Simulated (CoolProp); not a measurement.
Properties of R236EA along the isobar 39.7 bar.

Model: reference Helmholtz-energy equation of state, Rui 2013, in CoolProp.

```json
[
 {"T (K)": "280.2", "phase": "liquid", "density (kg/m³)": "1494", "Joule-Thomson coefficient (K/MPa)": "-0.2521", "isothermal compressibility (1/MPa)": "(withheld)", "viscosity (µPa s)": "530", "fugacity coefficient": "0.02998"},
 {"T (K)": "296.7", "phase": "liquid", "density (kg/m³)": "1445", "Joule-Thomson coefficient (K/MPa)": "-0.2127", "isothermal compressibility (1/MPa)": "0.002515", "viscosity (µPa s)": "419", "fugacity coefficient": "0.05418"},
 {"T (K)": "313.2", "phase": "liquid", "density (kg/m³)": "1394", "Joule-Thomson coefficient (K/MPa)": "-0.1600", "isothermal compressibility (1/MPa)": "0.003241", "viscosity (µPa s)": "337", "fugacity coefficient": "(withheld)"},
 {"T (K)": "329.6", "phase": "liquid", "density (kg/m³)": "1340", "Joule-Thomson coefficient (K/MPa)": "-0.08823", "isothermal compressibility (1/MPa)": "0.004301", "viscosity (µPa s)": "275", "fugacity coefficient": "0.1392"},
 {"T (K)": "346.1", "phase": "liquid", "density (kg/m³)": "1280", "Joule-Thomson coefficient (K/MPa)": "0.01505", "isothermal compressibility (1/MPa)": "0.005972", "viscosity (µPa s)": "224", "fugacity coefficient": "0.2033"},
 {"T (K)": "362.6", "phase": "liquid", "density (kg/m³)": "1214", "Joule-Thomson coefficient (K/MPa)": "0.1733", "isothermal compressibility (1/MPa)": "0.008839", "viscosity (µPa s)": "182", "fugacity coefficient": "(withheld)"},
 {"T (K)": "379.1", "phase": "liquid", "density (kg/m³)": "1135", "Joule-Thomson coefficient (K/MPa)": "0.4467", "isothermal compressibility (1/MPa)": "0.01454", "viscosity (µPa s)": "145", "fugacity coefficient": "0.3745"},
 {"T (K)": "395.5", "phase": "liquid", "density (kg/m³)": "1036", "Joule-Thomson coefficient (K/MPa)": "1.026", "isothermal compressibility (1/MPa)": "0.02957", "viscosity (µPa s)": "112", "fugacity coefficient": "0.4762"},
 {"T (K)": "412", "phase": "liquid", "density (kg/m³)": "870.1", "Joule-Thomson coefficient (K/MPa)": "3.167", "isothermal compressibility (1/MPa)": "0.1237", "viscosity (µPa s)": "75.2", "fugacity coefficient": "0.5825"}
]
```

Problem. Complete the blanks.

Solution. 
- 280.2, isothermal compressibility (1/MPa): 0.001994
- 313.2, fugacity coefficient: 0.09005
- 362.6, fugacity coefficient: 0.2822

Viscosity comes from a separate model (Huber 2003), an estimate that may be off by 10 % or more.
